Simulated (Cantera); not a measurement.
# Transport properties of process gases

Gas mixture: NO : N2 = 0.15 : 0.55 (molar parts), at 5.18 Torr, frozen composition.

Cantera's kinetic-theory transport with the Lennard-Jones parameters of GRI-Mech 3.0, ideal gas; thermal conductivity in the mixture-averaged form.

```
T (K)  ρ (kg/m³)  cp (J/kg/K)  μ (µPa s)  λ (mW/m/K)     Pr  D (cm²/s) C2H2  D (cm²/s) NH3  D (cm²/s) CH3
-----  ---------  -----------  ---------  ----------  -----  --------------  -------------  -------------
400      0.00590         1036       22.5        32.7  0.713            41.1           56.0           54.9
500      0.00472         1048       26.3        39.0  0.708            60.8           84.5           80.9
600      0.00393         1067       29.8        45.1  0.704            83.5            118            111
700      0.00337         1089       33.1        51.2  0.703             109            155            144
800      0.00295         1114       36.1        57.1  0.704             136            195            180
900      0.00262         1139       39.0        62.9  0.707             167            240            219
```
D: mixture-averaged diffusion coefficient of that species in the mixture.
